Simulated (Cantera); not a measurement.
Input (Python, Cantera) and output of one run.

```python
import numpy as np
import cantera as ct

gas_names = """
    B BF BF2 BF3 BH BHF2 BH2 BH3 BO BOF BOF2 BO2 B2 B2O B2O2 B2O3 B3O3F3 B3O3H3 F FO FO2 F2 F2O H HBO
    HBO2 HF HOF HO2 H2 H2F2 H2O H2O2 H3B3O6 H3F3 H4F4 H5F5 H6F6 H7F7 O OH O2 O3
""".split()
cond_names = """
    B(b) B(L) B2O3(L) B3O3H3(cr) H2O(s) H2O(L)
""".split()


# ... load() reads the species with a 1 bar reference pressure and builds the phases ...
atoms = {
    'BF3': {'B': 1, 'F': 3},
    'H2O': {'H': 2, 'O': 1},
    'H2': {'H': 2},
}
top_T = {}  # K; cautious upper limits of use, not melting points


# ... equilibrate(T, P, feed) seeds the gas with the atoms and calls Mixture.equilibrate('TP', solver="vcs", rtol=1e-11, max_steps=5000) ...
results = []
feed = {'BF3': 1, 'H2O': 0.86, 'H2': 3.7}  # mol
P = 1000  # Pa
for T in [998, 1098, 1198, 1298, 1398, 1498, 1598, 1698, 1798, 1898, 1998]:
    mix = equilibrate(T, P, feed)
    results.append((T, P, feed, dict(zip(mix.species_names, mix.species_moles))))
    x = sorted(zip(gas.X, gas.species_names), reverse=True)
    print(f"T = {T:g} K  P = {P:g} Pa  gas = {mix.phase_moles(0):.4g} mol")
    print("   x: " + "  ".join(f"{s} {v:.3e}" for v, s in x if v > 1e-06))
    print("   condensed (mol): " + ("  ".join(f"{mix.phase(i).name} {mix.phase_moles(i):.4g}"
          for i in range(1, mix.n_phases) if mix.phase_moles(i) > 1e-12) or "none"))
```

Result:

```
T = 998 K  P = 1000 Pa  gas = 5.689 mol
   x: H2 6.504e-01  HF 1.337e-01  BF3 1.186e-01  H2O 8.419e-02  B3O3F3 1.249e-02  BOF 4.893e-04  HBO2 7.294e-05  H3B3O6 6.874e-05  BHF2 3.098e-06
   condensed (mol): B2O3(L) 0.054
T = 1098 K  P = 1000 Pa  gas = 5.724 mol
   x: H2 6.464e-01  HF 1.555e-01  BF3 1.087e-01  H2O 7.221e-02  B3O3F3 1.296e-02  BOF 3.720e-03  HBO2 4.527e-04  H3B3O6 3.418e-05  BHF2 9.429e-06
   condensed (mol): B2O3(L) 0.06552
T = 1198 K  P = 1000 Pa  gas = 5.808 mol
   x: H2 6.371e-01  HF 1.714e-01  BF3 9.601e-02  H2O 6.139e-02  BOF 1.961e-02  B3O3F3 1.251e-02  HBO2 2.003e-03  BHF2 2.300e-05  H3B3O6 1.791e-05  H 1.517e-06  HBO 1.078e-06  BF2 1.025e-06
   condensed (mol): B2O3(L) 0.04924
T = 1298 K  P = 1000 Pa  gas = 6.02 mol
   x: H2 6.145e-01  HF 1.843e-01  BF3 7.651e-02  BOF 6.474e-02  H2O 4.812e-02  B3O3F3 6.529e-03  HBO2 5.166e-03  BHF2 4.248e-05  B2O3 1.082e-05  HBO 8.437e-06  H 8.400e-06  BF2 6.011e-06  H3B3O6 4.217e-06
   condensed (mol): none
T = 1398 K  P = 1000 Pa  gas = 6.205 mol
   x: H2 5.962e-01  HF 2.149e-01  BOF 9.893e-02  BF3 5.587e-02  H2O 2.903e-02  HBO2 4.336e-03  B3O3F3 6.274e-04  BHF2 5.809e-05  H 3.653e-05  HBO 2.463e-05  BF2 2.207e-05  B2O3 1.770e-05
   condensed (mol): none
T = 1498 K  P = 1000 Pa  gas = 6.307 mol
   x: H2 5.864e-01  HF 2.396e-01  BOF 1.157e-01  BF3 4.001e-02  H2O 1.540e-02  HBO2 2.536e-03  H 1.316e-04  BHF2 7.395e-05  BF2 6.567e-05  HBO 5.208e-05  B3O3F3 4.425e-05  B2O3 1.533e-05
   condensed (mol): none
T = 1598 K  P = 1000 Pa  gas = 6.365 mol
   x: H2 5.808e-01  HF 2.541e-01  BOF 1.248e-01  BF3 3.061e-02  H2O 7.564e-03  HBO2 1.323e-03  H 4.057e-04  BF2 1.809e-04  HBO 9.813e-05  BHF2 9.734e-05  B2O3 1.100e-05  B3O3F3 3.659e-06  BF 2.086e-06  BO 1.560e-06
   condensed (mol): none
T = 1698 K  P = 1000 Pa  gas = 6.398 mol
   x: H2 5.772e-01  HF 2.619e-01  BOF 1.294e-01  BF3 2.548e-02  H2O 3.561e-03  H 1.099e-03  HBO2 6.512e-04  BF2 4.757e-04  HBO 1.703e-04  BHF2 1.338e-04  BF 1.274e-05  B2O3 7.116e-06  BO 6.501e-06
   condensed (mol): none
T = 1798 K  P = 1000 Pa  gas = 6.42 mol
   x: H2 5.739e-01  HF 2.660e-01  BOF 1.313e-01  BF3 2.240e-02  H 2.667e-03  H2O 1.696e-03  BF2 1.172e-03  HBO2 3.205e-04  HBO 2.759e-04  BHF2 1.855e-04  BF 6.704e-05  BO 2.290e-05  B2O3 4.440e-06
   condensed (mol): none
T = 1898 K  P = 1000 Pa  gas = 6.443 mol
   x: H2 5.691e-01  HF 2.690e-01  BOF 1.318e-01  BF3 1.966e-02  H 5.897e-03  BF2 2.583e-03  H2O 8.748e-04  HBO 4.202e-04  BF 2.912e-04  BHF2 2.444e-04  HBO2 1.689e-04  BO 6.988e-05  B2O3 2.874e-06
   condensed (mol): none
T = 1998 K  P = 1000 Pa  gas = 6.478 mol
   x: H2 5.608e-01  HF 2.723e-01  BOF 1.312e-01  BF3 1.614e-02  H 1.201e-02  BF2 4.818e-03  BF 9.938e-04  HBO 6.030e-04  H2O 5.213e-04  BHF2 2.863e-04  BO 1.878e-04  HBO2 1.016e-04  F 2.378e-06  B2O3 2.061e-06  B2O2 1.771e-06  OH 1.111e-06
   condensed (mol): none
```

Equilibrium computed with Cantera from the NASA thermochemical tables; the gas is ideal and each condensed phase is pure. The tables' values for BF2 are old estimates; treat these amounts as uncertain. Gases not in the tables: H3BO3.
